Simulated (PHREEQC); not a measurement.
Consider water at 25 °C with 9.6 mmol/kgw HNO3, 7 mmol/kgw ZnSO4 and 6.2 mmol/kgw CuCl2. Closed to the air; pH follows from the charge balance.

All values are PHREEQC results (ion-association model, wateq4f.dat), not measurements.

```json
{
 "pH": "2.15",
 "ionic_strength": "0.0449 mol/kgw",
 "total_alkalinity": "-9.60 meq/kg"
}
```

| species | molality | activity | log γ |
|---|---|---|---|
| Cl- | 0.0122 | 0.0100 | -0.086 |
| NO3- | 0.00960 | 0.00781 | -0.089 |
| H+ | 0.00821 | 0.00704 | -0.066 |
| Zn+2 | 0.00576 | 0.00285 | -0.305 |
| Cu+2 | 0.00523 | 0.00259 | -0.305 |
| SO4-2 | 0.00354 | 0.00169 | -0.323 |
| HSO4- | 0.00139 | 0.00115 | -0.082 |
| ZnSO4 | 0.00112 | 0.00113 | 0.004 |
| CuSO4 | 0.000883 | 0.000892 | 0.004 |
| ZnCl+ | 9.34e-5 | 7.69e-5 | -0.085 |
| CuCl+ | 8.49e-5 | 6.99e-5 | -0.085 |
| Zn(SO4)2-2 | 3.30e-5 | 1.54e-5 | -0.329 |

This is a speciation only: nothing precipitates in the calculation.
